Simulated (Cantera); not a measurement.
An isothermal, constant-pressure homogeneous reactor starts with 25.4 % H₂, 74.6 % O₂, equivalence ratio 0.17, at 1250 K and 2.63 Torr.

Cantera simulation using GRI-Mech 3.0 (53 species, 325 reactions); the numbers are that mechanism's predictions, not measurements. Radical loss at walls, strong at low pressure, is not modelled. The temperature is held fixed by assumption; the heat of reaction is taken as removed at once.

x: mole fraction; the columns are a selection and need not sum to one.

```
t (s)         x H₂   x O₂    x HO₂       x O      x OH
--------  --------  -----  -------  --------  --------
0.000300     0.254  0.746        …   2.02e-8   1.35e-8
0.000820     0.254  0.746        …   3.60e-7   2.30e-7
0.00224      0.252  0.745        …  0.000370  0.000235
0.00613     0.0141  0.604  2.12e-6    0.0881    0.0133
0.0168      0.0134  0.610  2.17e-6    0.0839    0.0131
0.0458      0.0121  0.625  2.31e-6    0.0717    0.0126
0.125      0.00849  0.657        …    0.0457    0.0108
0.343      0.00280  0.693        …    0.0139   0.00635
0.936     0.000376  0.707        …   0.00183   0.00234
2.56       4.85e-5  0.709        …  0.000236  0.000844
7.00       8.96e-6  0.709        …   4.37e-5  0.000364
```

**Question.** Complete the blanks.

**Answer.** 
- 0.000300, x HO₂: 3.39e-8
- 0.000820, x HO₂: 9.29e-8
- 0.00224, x HO₂: 5.06e-7
- 0.125, x HO₂: 2.52e-6
- 0.343, x HO₂: 2.29e-6
- 0.936, x HO₂: 1.00e-6
- 2.56, x HO₂: 2.28e-7
- 7.00, x HO₂: 5.50e-8
